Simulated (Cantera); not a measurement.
Standard-state values (1 bar) from the NASA 1993 polynomials, evaluated with Cantera. Values are per mole of reaction as written; species without (g) are pure solids or liquids, kept so even where they would boil at 1 bar.

2 F(g) + CaCl2 → CaF2 + Cl2(g)

```
T (K)  ΔH° (kJ)  ΔS° (J/K)  ΔG° (kJ)  log10 K   condensed phases
-----  --------  ---------  --------  -------  -----------------
798      -593.0     -139.5    -481.7    31.53  CaCl2(s), CaF2(s)
898      -593.2     -139.7    -467.7    27.21  CaCl2(s), CaF2(s)
998         ___        ___       ___      ___  CaCl2(s), CaF2(s)
1098        ___        ___       ___      ___  CaCl2(l), CaF2(s)
1198     -623.9     -169.0    -421.4    18.38  CaCl2(l), CaF2(s)
1298     -624.8     -169.7    -404.5    16.28  CaCl2(l), CaF2(s)
```

**Question.** Some entries are withheld; supply them.

**Answer.** 
- 998, ΔH° (kJ): -593.3
- 998, ΔS° (J/K): -139.8
- 998, ΔG° (kJ): -453.7
- 998, log10 K: 23.75
- 1098, ΔH° (kJ): -622.6
- 1098, ΔS° (J/K): -167.9
- 1098, ΔG° (kJ): -438.3
- 1098, log10 K: 20.85
